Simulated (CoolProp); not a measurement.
The numbers come from the reference Helmholtz-energy equation of state, Lemmon 2006 in CoolProp. It is a short technical equation, of lower accuracy than the large ones.

For C2F6 (R116), give the phase and the cp (kJ/(kg K)), cv (kJ/(kg K)), viscosity (µPa s) at -21.75 °C and 36 bar; 101.35 °C and 36 bar.


- -21.75 °C and 36 bar: liquid; cp 1.11, cv 0.706, viscosity 181
- 101.35 °C and 36 bar: supercritical; cp 1.00, cv 0.843, viscosity 21.2

Viscosity comes from a separate model (Huber 2003), an estimate that may be off by 10 % or more.
